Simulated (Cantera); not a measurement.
Input: 1 mol Si₃N₄, 0.0078 mol Si, 0.17 mol N₂, at 1330 Pa.

Method: chemical equilibrium by Gibbs-energy minimisation in Cantera with the NASA 1993 tables (ideal gas, pure condensed phases). Candidate condensed phases: Si, Si₃N₄; 7 gas species. Kinetics and transport are ignored.

Question: What share of the Si ends up in condensed phases as a function of T (K), at 1773, 1923, 2073, 2223, 2373, 2523, 2673, 2823, 2973?

Answer: 
| T (K) | Si condensed (%) | as |
|---|---|---|
| 1773 | 100.0 | Si₃N₄(s) |
| 1923 | 99.9 | Si(l) |
| 2073 | 99.4 | Si(l) |
| 2223 | 97.2 | Si(l) |
| 2373 | 88.1 | Si(l) |
| 2523 | 40.6 | Si(l) |
| 2673 | 0.0 | - |
| 2823 | 0.0 | - |
| 2973 | 0.0 | - |
